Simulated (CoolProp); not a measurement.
Vapour-liquid equilibrium of cyclohexane (1) + dimethyl carbonate (2) at 399.5 K; x and y are mole fractions of (1).

The numbers come from the multi-fluid Helmholtz-energy mixture model, Zhou 2014 and Zhou 2011; pair parameters Bell 2016 in CoolProp.

| x | bubble pressure (bar) | y at the bubble point | dew pressure at overall composition x (bar) | liquid density (mol/L) |
|---|---|---|---|---|
| 0.05 | 3.175 | 0.140 | 2.957 | (withheld) |
| 0.2 | 3.798 | 0.361 | (withheld) | 9.552 |
| 0.35 | (withheld) | 0.470 | 3.765 | 9.124 |
| 0.5 | 4.195 | 0.543 | 4.142 | 8.759 |
| 0.65 | 4.195 | 0.611 | 4.152 | 8.458 |
| 0.8 | 4.055 | 0.705 | 3.834 | 8.215 |
| 0.95 | 3.614 | (withheld) | 3.459 | 8.026 |

**Question.** What belongs in the gaps?

**Answer.** 
- 0.05, liquid density (mol/L): 10.04
- 0.2, dew pressure at overall composition x (bar): 3.335
- 0.35, bubble pressure (bar): 4.083
- 0.95, y at the bubble point: 0.887

y crosses x between x = 0.5 and 0.65: the model has an azeotrope there.

Pair parameters are fitted to limited data, so mixtures are less certain than the pure fluids.
